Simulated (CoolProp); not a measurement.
Ammonia along the isotherm 68.05 °C: density (kg/m³) from the reference equation and from simpler models built on Tc = 132.4 °C, pc = 11.36 MPa, ω = 0.256; each cubic takes its own stable root.

The numbers come from the reference Helmholtz-energy equation of state, Gao 2020 in CoolProp.

```csv
p (MPa),phase,reference
2.58,gas,19.06
5.17,liquid,534.0
7.75,liquid,538.6
10.3,liquid,542.8
12.9,liquid,546.8
15.5,liquid,550.6
18.1,liquid,554.2
20.7,liquid,557.6
23.2,liquid,560.8
25.8,liquid,563.9
28.4,liquid,566.9
```

**Question.** How far does each simpler model (Redlich-Kwong, Soave-Redlich-Kwong) lie from the reference over these 11 states: mean and median of the absolute difference, and the worst?

**Answer.** 
- Redlich-Kwong: mean 22.7 %, median 24.1 %, worst -26.4 % at 68.05 °C and 5.17 MPa
- Soave-Redlich-Kwong: mean 19.9 %, median 21.3 %, worst -22.5 % at 68.05 °C and 5.17 MPa
